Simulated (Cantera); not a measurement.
A Cantera script and what it prints.

```python
import numpy as np
import cantera as ct

gas_names = """
    B BF BF2 BF3 BH BHF2 BH2 BH3 BN B2 F F2 H HF H2 H2F2 H3F3 H4F4 H5F5 H6F6 H7F7 N NF NF2 NF3 NH NH2
    NH3 N2 N2H2 N2H4
""".split()
cond_names = """
    B(b) B(L) BN(s)
""".split()


# ... load() reads the species with a 1 bar reference pressure and builds the phases ...
atoms = {
    'BF3': {'B': 1, 'F': 3},
    'H2': {'H': 2},
    'N2': {'N': 2},
}
top_T = {'BN(s)': 3200}  # K; cautious upper limits of use, not melting points


# ... equilibrate(T, P, feed) seeds the gas with the atoms and calls Mixture.equilibrate('TP', solver="vcs", rtol=1e-11, max_steps=5000) ...
results = []
feed = {'BF3': 1, 'H2': 3, 'N2': 29}  # mol
T = 1673.15  # K
P = 1000  # Pa
mix = equilibrate(T, P, feed)
results.append((T, P, feed, dict(zip(mix.species_names, mix.species_moles))))
print(gas.report(threshold=0.0001))
for i in range(1, mix.n_phases):
    print(f"{mix.phase(i).name:16s} {mix.phase_moles(i):12.5e} mol")
```

Output:

```
       temperature   1673.2 K
          pressure   1000 Pa
           density   0.0019227 kg/m^3
  mean mol. weight   26.747 kg/kmol
   phase of matter   gas

                          1 kg             1 kmol
                     ---------------   ---------------
          enthalpy        4.9464e+05         1.323e+07  J
   internal energy            -25474       -6.8135e+05  J
           entropy             10687        2.8585e+05  J/K
    Gibbs function       -1.7387e+07       -4.6504e+08  J
 heat capacity c_p            1354.6             36231  J/K
 heat capacity c_v            1043.7             27916  J/K

                      mass frac. Y      mole frac. X     chem. pot. / RT
                     ---------------   ---------------   ---------------
                BF        0.00082174        0.00073735           -47.788
               BF2         0.0061897         0.0033921           -87.691
               BF3           0.06103          0.024074            -127.6
              BHF2        0.00079583         0.0004273           -100.69
                 H         1.255e-05          0.000333           -12.997
                HF         0.0075351          0.010074           -52.901
                H2          0.006426          0.085256           -25.994
                N2           0.91719           0.87571           -31.092
     [  +23 minor]        2.0956e-08        3.9063e-08

B(b)              0.00000e+00 mol
BN(s)             5.27132e-02 mol
```

Method: chemical equilibrium by Gibbs-energy minimisation in Cantera with the NASA 1993 tables (ideal gas, pure condensed phases). The tables' values for BF2 are old estimates; treat these amounts as uncertain.
